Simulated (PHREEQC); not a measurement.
0.46 g of hydrous ferric oxide (600 m²/g; 0.2 weak and 0.005 strong sites per Fe, Dzombak-Morel constants, diffuse double layer) in 1 kg of water with 0.3 mol/kgw of an inert sodium salt and 6.2e-06 mol/kgw NaH2PO4 and 0.0024 mol/kgw CaCl2, at 25 °C; the pH is set by adding NaOH or the inert anion's acid. O2 is buffered at 0.21 atm. The system is closed to CO2. Nothing may precipitate in this run.

Base run: PHREEQC, ion-association model, wateq4f.dat. Each further column changes one thing. The table gives P sorbed (%).

```
pH    base  no electrostatic term (-no_edl)  background salt from 0.3 to 0.03 mol/kgw  oxide from 0.46 to 2.3 g/kgw
---  -----  -------------------------------  ----------------------------------------  ----------------------------
3    100.0                             94.9                                     100.0                         100.0
3.5  100.0                             95.2                                     100.0                         100.0
4    100.0                             95.4                                     100.0                         100.0
4.5  100.0                             95.5                                     100.0                         100.0
5    100.0                             95.8                                     100.0                         100.0
5.5  100.0                             96.4                                     100.0                         100.0
6    100.0                             97.4                                     100.0                         100.0
6.5  100.0                             98.2                                     100.0                         100.0
7     99.9                             98.6                                     100.0                         100.0
7.5   99.8                             98.5                                      99.9                         100.0
8     99.1                             98.0                                      99.6                          99.8
8.5   97.1                             96.9                                      98.7                          99.4
9     92.4                             93.5                                      95.8                          98.0
```

In at least one series the solution becomes supersaturated in solids that the run did not let form, among them Hydroxyapatite. H3PO4, which wateq4f.dat lacks, is added to it with the constant of phreeqc.dat. The oxide is taken as insoluble; below pH 4 it would dissolve.
